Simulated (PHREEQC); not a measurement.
Model water analysis in mmol/kgw, 20 °C, pH 6.5, pe 1.3:

```json
[
 {"constituent": "Na", "mmol/kgw": "108"},
 {"constituent": "K", "mmol/kgw": "0.635"},
 {"constituent": "Ca", "mmol/kgw": "1.38"},
 {"constituent": "Mg", "mmol/kgw": "14.6"},
 {"constituent": "Cl", "mmol/kgw": "142"},
 {"constituent": "S(6)", "mmol/kgw": "0.311"},
 {"constituent": "Alkalinity (meq/kgw)", "mmol/kgw": "0.203"},
 {"constituent": "F", "mmol/kgw": "0.0228"},
 {"constituent": "Zn", "mmol/kgw": "0.204"},
 {"constituent": "B", "mmol/kgw": "0.0244"}
]
```

Valence states are taken as typed.

Model: ion-association model, phreeqc.dat, run in PHREEQC.

```yaml
ionic_strength: 0.158 mol/kgw
specific_conductance: 12700 µS/cm
density: 1.004 g/cm³
charge_balance_error: -0.7 %
```

```
species  molality  activity   log γ
-------  --------  --------  ------
Cl-         0.142     0.104  -0.134
Na+         0.108    0.0822  -0.118
Mg+2       0.0145   0.00531  -0.437
Ca+2      0.00137  0.000475  -0.461
K+       0.000635  0.000464  -0.136
SO4-2    0.000202   6.50e-5  -0.493
HCO3-    0.000181  0.000138  -0.118
Zn+2     0.000181   5.90e-5  -0.487
CO2      0.000102  0.000106   0.016
```

Precipitation was switched off in this run. Real BF4- forms and hydrolyses slowly; the run takes it at equilibrium.
